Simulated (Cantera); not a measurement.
An adiabatic, constant-volume homogeneous reactor starts with CH₄ : H₂ : O₂ : N₂ = 1 : 0.1 : 2.5 : 20.3 (molar parts), equivalence ratio 0.82, at 1475 K and 1.00 bar.

Model: GRI-Mech 3.0 (53 species, 325 reactions), integrated in Cantera.

Question: Predict: time of steepest temperature rise; temperature at 0.200 s; equilibrium temperature; x(H₂) at 0.200 s; x(O₂) at 0.200 s; x(O) at 0.200 s; x(CO) at 0.200 s.

Answer: 
| Quantity | Result |
|---|---|
| time of steepest temperature rise | 1.59 ms |
| temperature at 0.200 s | 2482 K |
| equilibrium temperature | 2482 K |
| x(H₂) at 0.200 s | 0.00256 (gas-phase equilibrium 0.00256) |
| x(O₂) at 0.200 s | 0.0180 (gas-phase equilibrium 0.0180) |
| x(O) at 0.200 s | 0.00138 (gas-phase equilibrium 0.00138) |
| x(CO) at 0.200 s | 0.00672 (gas-phase equilibrium 0.00672) |
